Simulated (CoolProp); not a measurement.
Saturation properties of CH3F (R41) (Tc = 317.3 K, pc = 5.906 MPa, ω = 0.200).

The numbers come from the reference Helmholtz-energy equation of state, Lemmon 2006 in CoolProp. It is a short technical equation, of lower accuracy than the large ones.

| T (K) | p (MPa) | liquid density (kg/m³) | liquid cp (kJ/(kg K)) | vapour Z | surface tension (mN/m) |
|---|---|---|---|---|---|
| 175 | 0.02961 | 921.2 | 2.058 | 0.9799 | 18.6 |
| 185.7 | 0.05972 | 899.9 | 2.062 | 0.9691 | 16.9 |
| 196.5 | 0.1112 | 877.6 | 2.074 | 0.9548 | 15.2 |
| 207.2 | 0.1918 | 854.7 | 2.095 | 0.9368 | 13.6 |
| 217.9 | 0.3120 | 830.7 | 2.127 | 0.9146 | 11.9 |
| 228.6 | 0.4831 | 805.5 | 2.172 | 0.8879 | 10.4 |
| 239.3 | 0.7177 | 778.7 | 2.233 | 0.8564 | 8.84 |
| 250.1 | 1.033 | 749.8 | 2.316 | 0.8191 | 7.34 |
| 260.8 | 1.437 | 718.7 | 2.432 | 0.7762 | 5.92 |
| 271.5 | 1.950 | 684.4 | 2.598 | 0.7264 | 4.56 |
| 282.2 | 2.590 | 645.7 | 2.857 | 0.6682 | 3.28 |
| 293 | 3.385 | 599.7 | 3.332 | 0.5979 | 2.07 |

It boils at 194.8 K under 1 atm.

Surface tension comes from a separate correlation (Mulero 2012).
